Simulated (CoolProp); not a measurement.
Vapour-liquid equilibrium of dimethyl carbonate (1) + n-nonane (2) at 188.35 °C; x and y are mole fractions of (1).

Values from CoolProp's multi-fluid Helmholtz-energy mixture model, Zhou 2011 and Lemmon 2006; pair parameters Bell 2016.

Question: Give the bubble pressure and the first vapour's composition at x = 0.05, 0.45, 0.55. Is there an azeotrope?

Answer: x = 0.05: 0.3301 MPa, y = 0.258; x = 0.45: 0.8031 MPa, y = 0.766; x = 0.55: 0.8721 MPa, y = 0.804. No azeotrope shows between x = 0.05 and 0.95.

Pair parameters are fitted to limited data, so mixtures are less certain than the pure fluids.
